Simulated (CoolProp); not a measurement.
Computed with CoolProp (reference Helmholtz-energy equation of state, de Reuck 1993).

Problem. For methanol, give the phase and the density (kg/m³), Joule-Thomson coefficient (K/MPa) at 346.85 °C and 41.1 MPa; 346.85 °C and 82.2 MPa.

Solution. 
- 346.85 °C and 41.1 MPa: supercritical; density 431, Joule-Thomson coefficient 0.704
- 346.85 °C and 82.2 MPa: supercritical; density 564, Joule-Thomson coefficient 0.0733
